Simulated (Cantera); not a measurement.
Cantera run:

```python
import numpy as np
import cantera as ct

gas_names = [...]  # 109 gases of nasa_gas.yaml made of C, Cl, H, Si
cond_names = """
    C(gr) C6H6(L) C7H8(L) C8H18(L),n-octa Si(cr) Si(L) SiC(b)
""".split()


# ... load() reads the species with a 1 bar reference pressure and builds the phases ...
atoms = {
    'SiHCl3': {'Si': 1, 'H': 1, 'CL': 3},
    'H2': {'H': 2},
    'C2H2': {'C': 2, 'H': 2},
}
top_T = {'C(gr)': 4500, 'SiC(b)': 3050}  # K; cautious upper limits of use, not melting points


# ... equilibrate(T, P, feed) seeds the gas with the atoms and calls Mixture.equilibrate('TP', solver="vcs", rtol=1e-11, max_steps=5000) ...
results = []
feed = {'SiHCl3': 1, 'H2': 280, 'C2H2': 0.054}  # mol
P = 1333.22  # Pa
for T in [1875, 1900, 1925, 1950, 1975, 2000, 2025, 2050, 2075, 2100, 2125, 2150, 2175]:
    mix = equilibrate(T, P, feed)
    results.append((T, P, feed, dict(zip(mix.species_names, mix.species_moles))))

top = {s: max(r[3][s] / sum(r[3][g] for g in gas_names) for r in results) for s in gas_names}
cols = sorted((s for s in top if top[s] > 1e-06), key=lambda s: -top[s])[:9]
seen = [c for c in cond_names if any(r[3].get(c, 0) > 1e-12 for r in results)]
print("log10 of partial pressures in bar; condensed amounts in mol")
print(f"{'T/K':>10s}" + "".join(f"{s[:9]:>10s}" for s in cols + seen))
for T, P, feed, n in results:
    ng = sum(n[g] for g in gas_names)
    print(f"{T:10.4g}" + "".join(f"{np.log10(max(n[s] / ng * P / 1e5, 1e-99)):10.3f}" for s in cols)
          + "".join(f"{n.get(c, 0):10.4g}" for c in seen))
```

It prints:

```
log10 of partial pressures in bar; condensed amounts in mol
       T/K        H2         H       HCL        Si        CL     SiCL2       SiH C2H2,acet      Si2C     Si(L)    SiC(b)
      1875    -1.882    -4.125    -3.877    -5.043    -6.240    -5.426    -6.017    -8.332    -6.851    0.5666    0.1047
      1900    -1.883    -4.042    -3.878    -4.899    -6.159    -5.440    -5.902    -8.161    -6.655    0.4787    0.1029
      1925    -1.884    -3.961    -3.878    -4.759    -6.080    -5.454    -5.791    -7.995    -6.465    0.3599    0.1001
      1950    -1.885    -3.883    -3.879    -4.623    -6.003    -5.469    -5.682    -7.834    -6.280    0.2009   0.09602
      1975    -1.886    -3.807    -3.881    -4.495    -5.928    -5.488    -5.581    -7.667    -6.104         0   0.09006
      2000    -1.887    -3.732    -3.876    -4.480    -5.850    -5.606    -5.592    -7.285    -6.042         0   0.08596
      2025    -1.888    -3.660    -3.874    -4.468    -5.775    -5.725    -5.605    -6.909    -5.984         0   0.07964
      2050    -1.890    -3.589    -3.872    -4.456    -5.702    -5.844    -5.619    -6.542    -5.928         0    0.0685
      2075    -1.891    -3.520    -3.872    -4.441    -5.633    -5.960    -5.629    -6.188    -5.871         0   0.04724
      2100    -1.893    -3.453    -3.872    -4.421    -5.565    -6.068    -5.633    -5.857    -5.809         0  0.006307
      2125    -1.895    -3.387    -3.873    -4.409    -5.500    -6.181    -5.644    -5.787    -5.890         0         0
      2150    -1.897    -3.323    -3.875    -4.400    -5.437    -6.296    -5.659    -5.756    -5.994         0         0
      2175    -1.900    -3.261    -3.877    -4.392    -5.375    -6.410    -5.675    -5.733    -6.102         0         0
```

Method: chemical equilibrium by Gibbs-energy minimisation in Cantera with the NASA 1993 tables (ideal gas, pure condensed phases). Mutual solubility and eutectic melting of coexisting phases are not modelled. The tables' values for SiCl are old estimates; treat these amounts as uncertain. Gases not in the tables: Si2H6 and higher silanes.
